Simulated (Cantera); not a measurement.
**Hydrocarbon pyrolysis for carbon deposition**

A perfectly stirred reactor is fed with C₂H₆ : H₂ = 1 : 2.2 (molar parts), at 170000 Pa; it is held at 1573 K, and followed from long to short residence time.

Detailed kinetics in Cantera: GRI-Mech 3.0 (53 species, 325 reactions). GRI-Mech 3.0 stops at C3 and has no aromatics, soot or wall deposition, so with more carbon than oxygen in the feed, carbon stays in small species such as C2H2 where larger ones or solid carbon would form.

```json
[
 {"τ (s)": "18", "x C₂H₆": "0.000135", "x H₂": "0.703", "x C₂H": "1.41e-8", "x C₂H₄": "0.0219", "x CH₂": "3.76e-9", "x C₂H₂": "0.130", "x CH₃": "0.000110"},
 {"τ (s)": "3.2", "x C₂H₆": "0.000147", "x H₂": "0.703", "x C₂H": "1.44e-8", "x C₂H₄": "0.0219", "x CH₂": "3.91e-9", "x C₂H₂": "0.130", "x CH₃": "0.000113"},
 {"τ (s)": "0.57", "x C₂H₆": "0.000209", "x H₂": "0.701", "x C₂H": "1.55e-8", "x C₂H₄": "0.0222", "x CH₂": "4.68e-9", "x C₂H₂": "0.129", "x CH₃": "0.000125"},
 {"τ (s)": "0.10", "x C₂H₆": "0.000477", "x H₂": "0.703", "x C₂H": "2.06e-8", "x C₂H₄": "0.0244", "x CH₂": "8.00e-9", "x C₂H₂": "0.128", "x CH₃": "0.000163"},
 {"τ (s)": "0.018", "x C₂H₆": "0.00139", "x H₂": "0.712", "x C₂H": "3.34e-8", "x C₂H₄": "0.0314", "x CH₂": "1.91e-8", "x C₂H₂": "0.126", "x CH₃": "0.000243"},
 {"τ (s)": "0.0033", "x C₂H₆": "0.00445", "x H₂": "0.711", "x C₂H": "4.99e-8", "x C₂H₄": "0.0487", "x CH₂": "5.14e-8", "x C₂H₂": "0.112", "x CH₃": "0.000405"},
 {"τ (s)": "0.00059", "x C₂H₆": "0.0161", "x H₂": "0.696", "x C₂H": "5.20e-8", "x C₂H₄": "0.0839", "x CH₂": "1.43e-7", "x C₂H₂": "0.0747", "x CH₃": "0.000754"},
 {"τ (s)": "0.00011", "x C₂H₆": "0.0584", "x H₂": "0.681", "x C₂H": "2.62e-8", "x C₂H₄": "0.112", "x CH₂": "3.72e-7", "x C₂H₂": "0.0283", "x CH₃": "0.00143"}
]
```
x: mole fraction; the columns are a selection and need not sum to one.
